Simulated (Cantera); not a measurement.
A closed system holds: 1 mol MgCl2, 1.8 mol O2, 120 mol N2, at 0.00160 bar.

Cantera equilibrium calculation (NASA polynomials, part measured and part estimated; ideal gas, pure solids and liquids). Candidate condensed phases: Mg, MgCl2, MgO; 18 gas species. The numbers say what is thermodynamically allowed, not how fast it happens.

Problem. Which condensed phases are stable at each of these points (T (°C)): 800, 900, 1000, 1100, 1200, 1300, 1400, 1500, 1600, 1700, 1800, 1900, 2000?

Solution. 
| T (°C) | condensed phases | Mg condensed (%) |
|---|---|---|
| 800 | MgO(s) | 94.3 |
| 900 | MgO(s) | 78.5 |
| 1000 | MgO(s) | 65.7 |
| 1100 | MgO(s) | 65.1 |
| 1200 | MgO(s) | 68.6 |
| 1300 | MgO(s) | 72.5 |
| 1400 | MgO(s) | 76.1 |
| 1500 | MgO(s) | 79.0 |
| 1600 | MgO(s) | 81.1 |
| 1700 | MgO(s) | 78.5 |
| 1800 | MgO(s) | 44.5 |
| 1900 | gas only | 0.0 |
| 2000 | gas only | 0.0 |

From 800 °C to 1800 °C the condensed part is MgO(s). From 1900 °C to 2000 °C nothing is condensed.
